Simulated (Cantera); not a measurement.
A Cantera script and its output.

```python
import numpy as np
import cantera as ct

gas = ct.Solution("gri30.yaml")


def delay(T, t_max=10):
    gas.TPX = T, 500000, {'CH4': 1, 'O2': 2.2, 'N2': 5.78}
    reactor = ct.IdealGasReactor(gas, clone=False)
    net = ct.ReactorNet([reactor])
    net.rtol, net.atol = 1e-8, 1e-16
    while net.time < t_max:
        t_old, T_old = net.time, reactor.T
        net.step()
        if reactor.T > T + 400:  # ignition: a rise of 400 K
            return t_old + (T + 400 - T_old) / (reactor.T - T_old) * (net.time - t_old)
    return np.nan


taus = []
for T in [1125, 1225, 1325, 1425, 1525, 1625, 1725]:
    taus.append(delay(T))
    print(f"T0 = {T:6g} K   tau = {taus[-1]:.4e} s")
```

Result:

```
T0 =   1125 K   tau = 1.8616e-02 s
T0 =   1225 K   tau = 4.8439e-03 s
T0 =   1325 K   tau = 1.4336e-03 s
T0 =   1425 K   tau = 4.7657e-04 s
T0 =   1525 K   tau = 1.7685e-04 s
T0 =   1625 K   tau = 7.3264e-05 s
T0 =   1725 K   tau = 3.3837e-05 s
```

Model: GRI-Mech 3.0 (53 species, 325 reactions), integrated in Cantera.
